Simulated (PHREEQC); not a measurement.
Consider water at 20 °C with 2.4 mol KCl, 1.4 mol FeCl2 and 4 mol MgCl2 per kg of water. It is in equilibrium with CO2 at log p = -3.5 (atm). Otherwise closed; pH follows from the charge balance.

Equilibrium calculation in PHREEQC: Pitzer model, pitzer.dat.

Q: The ionic strength comes out as 18.6 mol/kgw. What activity coefficients do Fe+2, H+, Cl-, Mg+2, K+ get?

A: Fe+2 2800, H+ 320, Cl- 1.1, Mg+2 16000, K+ 2.5. Single-ion values are on the MacInnes scale.

No solid was allowed to form. Examples of supersaturated solids here: Sylvite, Carnallite. Others may be too. In brines, pH and single-ion activities rest on the MacInnes convention.
